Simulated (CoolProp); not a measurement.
Sulfur hexafluoride along the isotherm 370.6 K: fugacity coefficient from the reference equation and from simpler models built on Tc = 318.7 K, pc = 3.755 MPa, ω = 0.210; each cubic takes its own stable root.

The numbers come from the reference Helmholtz-energy equation of state, Guder 2009 in CoolProp.

| p (MPa) | phase | reference | van der Waals | Redlich-Kwong | Soave-Redlich-Kwong | Peng-Robinson |
|---|---|---|---|---|---|---|
| 0.671 | gas | 0.9645 | 0.9636 | 0.9614 | 0.9641 | 0.9586 |
| 1.34 | gas | 0.9297 | 0.9277 | 0.9237 | 0.9292 | 0.9186 |
| 2.01 | gas | 0.8956 | 0.8920 | 0.8867 | 0.8949 | 0.8800 |
| 2.68 | gas | 0.8620 | 0.8564 | 0.8506 | 0.8615 | 0.8427 |
| 3.35 | gas | 0.8291 | 0.8210 | 0.8152 | 0.8290 | 0.8068 |
| 4.02 | supercritical | 0.7969 | 0.7856 | 0.7806 | 0.7972 | 0.7721 |
| 4.69 | supercritical | 0.7653 | 0.7501 | 0.7468 | 0.7664 | 0.7389 |
| 5.36 | supercritical | 0.7344 | 0.7145 | 0.7139 | 0.7365 | 0.7071 |
| 6.03 | supercritical | 0.7045 | 0.6794 | 0.6822 | 0.7079 | 0.6770 |
| 6.71 | supercritical | 0.6753 | 0.6458 | 0.6517 | 0.6803 | 0.6482 |
| 7.38 | supercritical | 0.6481 | 0.6162 | 0.6239 | 0.6549 | 0.6220 |
| 8.05 | supercritical | 0.6227 | 0.5904 | 0.5986 | 0.6315 | 0.5979 |
| 8.72 | supercritical | 0.5995 | 0.5681 | 0.5759 | 0.6102 | 0.5760 |
| 9.39 | supercritical | 0.5785 | 0.5488 | 0.5557 | 0.5909 | 0.5563 |
